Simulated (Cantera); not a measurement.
# Low-pressure radical oxidation in H2/O2

A perfectly stirred reactor is fed with 0.685 % H₂, 99.3 % O₂, equivalence ratio 0.0034, at 0.0276 atm; it is held at 1375 K, and followed from long to short residence time.

Model: GRI-Mech 3.0 (53 species, 325 reactions), integrated in Cantera. Radical loss at walls, strong at low pressure, is not modelled.

```
τ (s)       x H₂   x O₂   x H₂O₂    x H₂O      x O      x OH
------  --------  -----  -------  -------  -------  --------
0.76     1.62e-5  0.991  9.04e-9  0.00662  0.00153  0.000450
0.37     2.45e-5  0.991  1.08e-8  0.00655  0.00221  0.000544
0.18     3.74e-5  0.990  1.26e-8  0.00648  0.00302  0.000642
0.090    5.76e-5  0.989  1.42e-8  0.00640  0.00384  0.000736
0.044    9.39e-5  0.988  1.59e-8  0.00630  0.00456  0.000832
0.022   0.000158  0.988  1.80e-8  0.00617  0.00502  0.000929
0.011   0.000278  0.987  2.10e-8  0.00598  0.00522   0.00105
0.0052  0.000525  0.987  2.55e-8  0.00564  0.00513   0.00120
0.0026  0.000949  0.988  3.06e-8  0.00512  0.00474   0.00137
```
x: mole fraction; the columns are a selection and need not sum to one.
